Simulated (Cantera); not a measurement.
An isothermal, constant-pressure homogeneous reactor starts with N₂O : O₂ : H₂O = 1 : 1 : 0.0068 (molar parts), at 1225 K and 1.00 bar.

Computed with Cantera and GRI-Mech 3.0 (53 species, 325 reactions). GRI-Mech 3.0 was tuned for natural gas; its chemistry of N2O as a main component is partial and can be far from experiment. The mechanism lacks the step 2 NO + O2 → 2 NO2, which can matter for NO2 below about 1400 K. The temperature is held fixed by assumption; the heat of reaction is taken as removed at once.

**Question.** Predict: x(N₂O) at 10.0 s; x(O₂) at 10.0 s; x(NO₂) at 10.0 s; x(N₂) at 10.0 s; x(NO) at 10.0 s; x(O) at 10.0 s.

**Answer.** 
| Quantity | Result |
|---|---|
| x(N₂O) at 10.0 s | 0.00128 (gas-phase equilibrium 1.40e-8) |
| x(O₂) at 10.0 s | 0.582 (gas-phase equilibrium 0.598) |
| x(NO₂) at 10.0 s | 0.000644 (gas-phase equilibrium 7.19e-6) |
| x(N₂) at 10.0 s | 0.382 (gas-phase equilibrium 0.399) |
| x(NO) at 10.0 s | 0.0310 (gas-phase equilibrium 0.000285) |
| x(O) at 10.0 s | 4.89e-8 (gas-phase equilibrium 3.28e-8) |
